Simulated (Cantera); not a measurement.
Charge: 1 mol Pb, 0.55 mol CO, 19 mol H2.

These are equilibrium values from Cantera (NASA tables, ideal gas, pure condensed phases), not measurements of a reactor. Candidate condensed phases: C, C6H6, C7H8, C8H18, H2O, Pb, PbO, PbO2, Pb3O4; 113 gas species. Equilibrium is a limit: real reactors are often held back by kinetics, nucleation or transport.

What condenses at these points (T in °C, P in Pa): (900, 1000000); (1000, 13000); (900, 56000); (750, 10); (700, 750)?


```
T (°C)  P in Pa  condensed phases  Pb condensed (%)
------  -------  ----------------  ----------------
900     1000000                Pb              99.9
1000      13000                Pb              72.0
900       56000                Pb              98.5
750          10          gas only               0.0
700         750                Pb              97.7
```
